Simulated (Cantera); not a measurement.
Charge: 1 mol (CH3)2SiCl2, 0.14 mol C3H8, 2.8 mol H2, held at 0.200 bar.

Method: chemical equilibrium by Gibbs-energy minimisation in Cantera with the NASA 1993 tables (ideal gas, pure condensed phases). Candidate condensed phases: C, C6H6, C7H8, C8H18, Si, SiC; 109 gas species. The feed counts by its element totals alone. The tables' values for SiCl, SiCl3 are old estimates; treat these amounts as uncertain. Gases not in the tables: Si2H6 and higher silanes. Equilibrium is a limit: real reactors are often held back by kinetics, nucleation or transport.

x: gas mole fraction; n: condensed amount in mol.

```json
[
 {"T (K)": "1673", "x H2": "0.734", "x HCl": "0.260", "x H": "0.000218", "x SiCl2": "0.00445", "x Cl": "6.05e-5", "x C2H2 (acetylene)": "4.18e-5", "n C(graphite)": "1.46", "n SiC(s)": "0.961"},
 {"T (K)": "1723", "x H2": "0.734", "x HCl": "0.259", "x H": "0.000349", "x SiCl2": "0.00527", "x Cl": "9.55e-5", "x C2H2 (acetylene)": "6.65e-5", "n C(graphite)": "1.46", "n SiC(s)": "0.956"},
 {"T (K)": "1773", "x H2": "0.735", "x HCl": "0.258", "x H": "0.000545", "x SiCl2": "0.00616", "x Cl": "0.000147", "x C2H2 (acetylene)": "0.000103", "n C(graphite)": "1.47", "n SiC(s)": "0.950"},
 {"T (K)": "1823", "x H2": "0.735", "x HCl": "0.256", "x H": "[?]", "x SiCl2": "[?]", "x Cl": "[?]", "x C2H2 (acetylene)": "[?]", "n C(graphite)": "1.47", "n SiC(s)": "0.944"},
 {"T (K)": "1873", "x H2": "0.736", "x HCl": "0.254", "x H": "0.00124", "x SiCl2": "0.00813", "x Cl": "0.000323", "x C2H2 (acetylene)": "0.000230", "n C(graphite)": "1.48", "n SiC(s)": "0.937"},
 {"T (K)": "1923", "x H2": "0.736", "x HCl": "0.251", "x H": "0.00181", "x SiCl2": "0.00920", "x Cl": "0.000464", "x C2H2 (acetylene)": "0.000332", "n C(graphite)": "1.49", "n SiC(s)": "0.929"},
 {"T (K)": "1973", "x H2": "0.737", "x HCl": "0.249", "x H": "0.00259", "x SiCl2": "0.0103", "x Cl": "0.000654", "x C2H2 (acetylene)": "0.000472", "n C(graphite)": "1.49", "n SiC(s)": "0.921"},
 {"T (K)": "2023", "x H2": "0.737", "x HCl": "0.246", "x H": "0.00364", "x SiCl2": "0.0115", "x Cl": "0.000905", "x C2H2 (acetylene)": "0.000658", "n C(graphite)": "1.50", "n SiC(s)": "0.912"},
 {"T (K)": "2073", "x H2": "0.736", "x HCl": "0.243", "x H": "0.00505", "x SiCl2": "0.0126", "x Cl": "0.00123", "x C2H2 (acetylene)": "0.000902", "n C(graphite)": "1.50", "n SiC(s)": "0.903"},
 {"T (K)": "2123", "x H2": "0.736", "x HCl": "0.240", "x H": "0.00688", "x SiCl2": "0.0138", "x Cl": "0.00165", "x C2H2 (acetylene)": "0.00122", "n C(graphite)": "1.51", "n SiC(s)": "0.894"},
 {"T (K)": "2173", "x H2": "0.734", "x HCl": "0.237", "x H": "0.00925", "x SiCl2": "0.0150", "x Cl": "0.00218", "x C2H2 (acetylene)": "0.00162", "n C(graphite)": "1.51", "n SiC(s)": "0.884"},
 {"T (K)": "2223", "x H2": "0.732", "x HCl": "0.233", "x H": "[?]", "x SiCl2": "0.0161", "x Cl": "[?]", "x C2H2 (acetylene)": "[?]", "n C(graphite)": "1.51", "n SiC(s)": "0.873"},
 {"T (K)": "2273", "x H2": "0.729", "x HCl": "0.229", "x H": "0.0160", "x SiCl2": "0.0173", "x Cl": "0.00364", "x C2H2 (acetylene)": "0.00275", "n C(graphite)": "1.52", "n SiC(s)": "0.860"},
 {"T (K)": "2323", "x H2": "0.725", "x HCl": "0.225", "x H": "0.0207", "x SiCl2": "0.0184", "x Cl": "0.00463", "x C2H2 (acetylene)": "0.00351", "n C(graphite)": "1.52", "n SiC(s)": "0.846"}
]
```

**Question.** Complete the blanks.

**Answer.** 
- 1823, x H: 0.000831
- 1823, x SiCl2: 0.00712
- 1823, x Cl: 0.000220
- 1823, x C2H2 (acetylene): 0.000155
- 2223, x H: 0.0123
- 2223, x Cl: 0.00284
- 2223, x C2H2 (acetylene): 0.00212
